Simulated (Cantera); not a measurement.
Reactions in the system Cl-H-N-Sr

Source: NASA polynomial tables (part measured, part estimated), evaluated in Cantera. Values are per mole of reaction as written; species without (g) are pure solids or liquids, kept so even where they would boil at 1 bar.

3 SrCl₂ + 2 NH₃(g) → 6 HCl(g) + 3 Sr + N₂(g)

| T (K) | ΔH° (kJ) | ΔS° (J/K) | ΔG° (kJ) | log10 K | condensed phases |
|---|---|---|---|---|---|
| 1023 | 1966.7 | 673.1 | 1278.1 | -65.26 | SrCl₂(s), Sr(s) |
| 1073 | 1982.9 | 688.7 | 1243.9 | -60.55 | SrCl₂(s), Sr(l) |
| 1123 | 1975.5 | 682.0 | 1209.6 | -56.26 | SrCl₂(s), Sr(l) |
| 1173 | 1920.8 | 634.3 | 1176.8 | -52.40 | SrCl₂(l), Sr(l) |
| 1223 | 1916.1 | 630.4 | 1145.2 | -48.91 | SrCl₂(l), Sr(l) |
| 1273 | 1911.4 | 626.6 | 1113.8 | -45.70 | SrCl₂(l), Sr(l) |
| 1323 | 1906.7 | 622.9 | 1082.5 | -42.74 | SrCl₂(l), Sr(l) |
| 1373 | 1901.9 | 619.4 | 1051.5 | -40.00 | SrCl₂(l), Sr(l) |
